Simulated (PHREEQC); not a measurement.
## Metal-bearing waste water: an equilibrium model

Consider water at 25 °C with 0.0015 mol/kgw CdCl2, 0.00014 mol/kgw CuCl2, 0.061 mol/kgw H2SO4 and 0.013 mol/kgw Na2SO4. Closed to the air; pH follows from the charge balance.

Model: ion-association model, phreeqc.dat, run in PHREEQC.

Each row changes one thing in this solution. Precipitation was switched off in this run.

| case | pH | ionic strength (mol/kgw) | HSO4- (mol/kgw) | Na+ (mol/kgw) | SO4-2 (mol/kgw) | NaSO4- (mol/kgw) | SI of Halite (NaCl) | SI of Cd(OH)2 (Cd(OH)2) |
|---|---|---|---|---|---|---|---|---|
| as made | 1.24 | 0.118 | 0.0519 | 0.0251 | 0.0204 | 0.000900 | -5.90 | -14.74 |
| H2SO4 from 0.061 to 0.305 mol/kgw | 0.59 | 0.395 | 0.280 | 0.0249 | 0.0365 | 0.00105 | -5.98 | -16.12 |
| 0.0019 mol/kgw HCl added | 1.23 | 0.120 | 0.0522 | 0.0251 | 0.0201 | 0.000886 | -5.70 | -14.77 |
| diluted 100-fold with water | 2.96 | 0.00214 | 6.23e-5 | 0.000259 | 0.000675 | 7.17e-7 | -9.69 | -12.70 |

Complexes and solids missing from the database can't appear.
